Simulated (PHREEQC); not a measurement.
0.096 g of hydrous ferric oxide (600 m²/g; 0.2 weak and 0.005 strong sites per Fe, Dzombak-Morel constants, diffuse double layer) in 1 kg of water with 0.005 mol/kgw of an inert sodium salt, at 25 °C; the pH is set by adding NaOH or the inert anion's acid. Oxygen is held at 0.21 atm. No CO2 enters from the air. No solid was allowed to form.

Computed with PHREEQC (ion-association model, wateq4f.dat).

Q: Predict surface charge σ (C/m²), surface potential ψ (mV) at pH = 4.33, 7, 7.67.

A: 
```json
[
 {"pH": "4.33", "surface charge σ (C/m²)": "0.147", "surface potential ψ (mV)": "183"},
 {"pH": "7", "surface charge σ (C/m²)": "0.013", "surface potential ψ (mV)": "62"},
 {"pH": "7.67", "surface charge σ (C/m²)": "0.004", "surface potential ψ (mV)": "25"}
]
```

The oxide is taken as insoluble; below pH 4 it would dissolve.
